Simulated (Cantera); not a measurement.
Charge: 1 mol SiH2Cl2, 1.5 mol CH4, 2.4 mol H2, at 1725 °C and 41.3 Torr.

These are equilibrium values from Cantera (NASA tables, ideal gas, pure condensed phases), not measurements of a reactor. Candidate condensed phases: C, C6H6, C7H8, C8H18, Si, SiC; 109 gas species. The tables' values for SiCl3, SiCl are old estimates; treat these amounts as uncertain. Rates play no part.

Base state: H2 0.735, HCl 0.246, SiCl2 0.0107, H 0.00587, Cl 0.00146, C2H2 (acetylene) 0.000557, SiCl3 0.000167, SiCl 8.49e-5 (mole fractions); condensed: C(graphite) + SiC(s).

What changes in the equilibrium state with this change: temperature from 1725 °C to 1000 °C?


```tsv
species	before	after
H2	0.735	0.741
HCl	0.246	0.253
SiCl4	2.99e-6	0.00355
SiCl2	0.0107	0.000574
SiCl	8.49e-5	<1e-9
Si	4.21e-5	<1e-9
H	0.00587	2.62e-6
C(graphite), mol	0.574	0.536
SiC(s), mol	0.918	0.962
```
The tables' values for SiCl3 are old estimates; treat these amounts as uncertain.

What changes in the equilibrium state with this change: H2 from 2.4 to 73 mol?


| species | before | after |
|---|---|---|
| H2 | 0.735 | 0.967 |
| HCl | 0.246 | 0.0252 |
| H | 0.00587 | 0.00673 |
| SiCl2 | 0.0107 | 8.61e-5 |
| SiCl3 | 0.000167 | 1.20e-7 |
| SiCl | 8.49e-5 | 7.60e-6 |
| C(graphite), mol | 0.574 | 0.395 |
| SiC(s), mol | 0.918 | 0.988 |

What changes in the equilibrium state with this change: temperature from 1725 °C to 2202 °C?


```tsv
species	before	after
H2	0.735	0.661
HCl	0.246	0.192
H	0.00587	0.0780
Si	4.21e-5	0.0161
Cl	0.00146	0.0161
SiCl2	0.0107	0.0190
Si2	2.36e-8	9.37e-5
SiC2	1.73e-6	0.00389
Si2C	1.14e-6	0.00216
C(graphite), mol	0.574	0.705
SiC(s), mol	0.918	0.611
```
The tables' values for SiCl, SiCl3 are old estimates; treat these amounts as uncertain. Gases not in the tables: Si2H6 and higher silanes.
